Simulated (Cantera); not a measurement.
Equilibrium for nitride etching: Si3N4 + Cl2 + N2

Charge: 1 mol Si3N4, a varied amount of Cl2, 1.7 mol N2, held at 1198 K and 13300 Pa.

Method: chemical equilibrium by Gibbs-energy minimisation in Cantera with the NASA 1993 tables (ideal gas, pure condensed phases). Candidate condensed phases: Si, Si3N4; 13 gas species. The tables' values for SiCl3 are old estimates; treat these amounts as uncertain. Equilibrium is a limit: real reactors are often held back by kinetics, nucleation or transport.

At 5.9 mol Cl2 the condensed part is Si3N4(s). From 10 mol Cl2 to 39 mol Cl2 nothing is condensed. The main Si-bearing gas is SiCl4 throughout.

```
n(Cl2) (mol)  log p Cl2  log p N2  log p SiCl4  log p Cl  log p SiCl3  log p SiCl2  n Si3N4(s)
------------  ---------  --------  -----------  --------  -----------  -----------  ----------
5.9               -9.49     -1.13        -1.23     -7.08        -3.34        -4.51      0.0145
10                -1.31     -1.34        -1.43     -2.99        -7.63         <-12           0
14                -1.15     -1.48        -1.57     -2.91        -7.85         <-12           0
18                -1.07     -1.58        -1.67     -2.87        -7.99         <-12           0
23                -1.02     -1.68        -1.78     -2.85        -8.12         <-12           0
27                -1.00     -1.75        -1.84     -2.84        -8.20         <-12           0
31                -0.98     -1.81        -1.90     -2.83        -8.27         <-12           0
35                -0.97     -1.86        -1.95     -2.82        -8.33         <-12           0
39                -0.96     -1.91        -2.00     -2.82        -8.38         <-12           0
```
log p: log10 of the partial pressure in bar; n: condensed amount in mol.
